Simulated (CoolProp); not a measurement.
Vapour-liquid equilibrium of ethylene (1) + propylene (2) at -58.75 °C; x and y are mole fractions of (1).

Values from CoolProp's multi-fluid Helmholtz-energy mixture model, Smukala 2000 and Lemmon 2013; pair parameters Bell 2016.

| x | bubble pressure, mixture model (MPa) | bubble pressure, Raoult's law (MPa) | y, mixture model | y, Raoult's law |
|---|---|---|---|---|
| 0.05 | 0.09597 | 0.09573 | 0.404 | 0.412 |
| 0.125 | 0.1513 | 0.1504 | 0.645 | 0.655 |
| 0.2 | 0.2066 | 0.2051 | 0.757 | 0.769 |
| 0.275 | 0.2615 | 0.2598 | 0.822 | 0.835 |
| 0.35 | 0.3159 | 0.3145 | 0.864 | 0.877 |
| 0.425 | 0.3696 | 0.3692 | 0.894 | 0.908 |
| 0.5 | 0.4227 | 0.4239 | 0.917 | 0.930 |
| 0.575 | 0.4754 | 0.4785 | 0.935 | 0.947 |
| 0.65 | 0.5281 | 0.5332 | 0.950 | 0.961 |
| 0.725 | 0.5810 | 0.5879 | 0.963 | 0.972 |
| 0.8 | 0.6348 | 0.6426 | 0.974 | 0.982 |
| 0.875 | 0.6902 | 0.6973 | 0.984 | 0.989 |
| 0.95 | 0.7480 | 0.7520 | 0.994 | 0.996 |

The largest gap from Raoult's law is -1.2 % in bubble pressure, at x = 0.8. No azeotrope shows between x = 0.05 and 0.95.

Pair parameters are fitted to limited data, so mixtures are less certain than the pure fluids. The gap from Raoult's law changes sign with composition, which may be real or a fault of the pair parameters; it wasn't checked against measurements.
